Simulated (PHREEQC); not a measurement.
A solution holds 0.047 mol Cu(BF4)2, 0.00051 mol HNO3 and 0.00026 mol Na2SO4 per kg of water, at 25 °C. Closed to the air; pH follows from the charge balance.

Model: ion-association model, wateq4f.dat, run in PHREEQC.

No solid was allowed to form.

### Question
Predict the pH, ionic strength.

### Answer
pH 2.62; ionic strength 0.142 mol/kgw.

### Question
In which forms is B present?

### Answer
BF4- 93 %, BF3OH- 4.7 %, H3BO3 1.4 %, BF2(OH)2- 0.9 % of the B.

Complexes and solids missing from the database can't appear. Real BF4- forms and hydrolyses slowly; the run takes it at equilibrium.
